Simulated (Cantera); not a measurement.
## Moist CO burnout

An isothermal, constant-pressure homogeneous reactor starts with CO : O₂ : H₂O : N₂ = 0.018 : 0.021 : 0.0019 : 1 (molar parts), equivalence ratio 0.43, at 1523 K and 3750 Torr.

Detailed kinetics in Cantera: GRI-Mech 3.0 (53 species, 325 reactions).

| t (s) | x CO | x O₂ | x H₂O | x NO | x H | x H₂ |
|---|---|---|---|---|---|---|
| 2.00e-6 | 0.0173 | 0.0202 | 0.00183 | <1e-12 | 3.44e-11 | <1e-12 |
| 6.83e-6 | 0.0173 | 0.0202 | 0.00183 | <1e-12 | 4.45e-10 | 9.78e-12 |
| 2.33e-5 | 0.0173 | 0.0202 | 0.00183 | <1e-12 | 5.19e-9 | 3.98e-10 |
| 7.95e-5 | 0.0173 | 0.0202 | 0.00183 | 3.59e-12 | 1.05e-7 | 2.16e-8 |
| 0.000271 | 0.0159 | 0.0192 | 0.00171 | 5.13e-8 | 7.14e-5 | 2.41e-5 |
| 0.000926 | 0.00388 | 0.0134 | 0.00173 | 4.26e-6 | 4.97e-5 | 2.60e-5 |
| 0.00316 | 0.000502 | 0.0118 | 0.00181 | 6.21e-6 | 3.10e-6 | 4.05e-6 |
| 0.0108 | 4.19e-5 | 0.0116 | 0.00183 | 6.77e-6 | 1.33e-7 | 4.45e-7 |
| 0.0368 | 3.01e-6 | 0.0116 | 0.00184 | 6.91e-6 | 6.86e-9 | 5.75e-8 |
| 0.126 | 5.51e-7 | 0.0116 | 0.00184 | 6.94e-6 | 1.55e-9 | 2.06e-8 |
| 0.429 | 5.00e-7 | 0.0116 | 0.00184 | 6.95e-6 | 1.46e-9 | 1.97e-8 |
| 1.46 | 5.00e-7 | 0.0116 | 0.00184 | 7.00e-6 | 1.46e-9 | 1.97e-8 |
| 5.00 | 5.00e-7 | 0.0116 | 0.00184 | 7.18e-6 | 1.46e-9 | 1.97e-8 |
x: mole fraction; the columns are a selection and need not sum to one.

Equilibrium at this temperature and pressure: CO 5.04e-7, O₂ 0.0114, H₂O 0.00184, NO 0.000356, H 1.47e-9, H₂ 1.98e-8 (gas phase only).
